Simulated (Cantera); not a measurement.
A perfectly stirred reactor is fed with 14.9 % H₂, 11.5 % O₂, 73.6 % N₂, equivalence ratio 0.65, at 100.0 Torr; it is held at 850 K, and followed from long to short residence time.

Model: the H2/O2 subset of GRI-Mech 3.0, which has no nitrogen chemistry, integrated in Cantera. Radical loss at walls, strong at low pressure, is not modelled. Below about 950 K walls govern HO2 and H2O2 in real vessels. The temperature is held fixed by assumption; the heat of reaction is taken as removed at once.

One state of this run: x H₂ = 0.0793; x O₂ = 0.0819; x O = 0.000421; x HO₂ = 1.87e-5; x OH = 0.000220; x H₂O = 0.0733; x H = 0.00378. x: mole fraction; the columns are a selection and need not sum to one.

Problem. Which value of τ (s) does it belong to?
(A) 0.0029
(B) 0.0010
(C) 1.6
(D) 4.6

Solution. A, 0.0029
